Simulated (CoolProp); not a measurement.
Vapour-liquid equilibrium of CF4 (R14) (1) + R13 (2) at 198 K; x and y are mole fractions of (1).

Values from CoolProp's multi-fluid Helmholtz-energy mixture model, Platzer 1990 and Platzer 1990; pair parameters Bell 2016. This equation is an older, rougher fit; its heat capacities, sound speeds and derivatives of the liquid may be far off and weren't checked against measurements.

```csv
x,"bubble pressure, mixture model (kPa)","bubble pressure, Raoult's law (kPa)","y, mixture model","y, Raoult's law"
0.05,220.3,205.1,0.379,0.352
0.15,369.9,335.6,0.650,0.646
0.25,506.7,466.0,0.761,0.775
0.35,633.3,596.4,0.823,0.847
0.45,752.8,726.8,0.864,0.894
0.55,868.5,857.3,0.895,0.927
0.65,983.7,987.7,0.920,0.950
0.75,1102,1118,0.943,0.969
0.85,1228,1249,0.965,0.983
0.95,1368,1379,0.988,0.995
```

The largest gap from Raoult's law is +10.2 % in bubble pressure, at x = 0.15. No azeotrope shows between x = 0.05 and 0.95.

Pair parameters are fitted to limited data, so mixtures are less certain than the pure fluids. The gap from Raoult's law changes sign with composition, which may be real or a fault of the pair parameters; it wasn't checked against measurements.
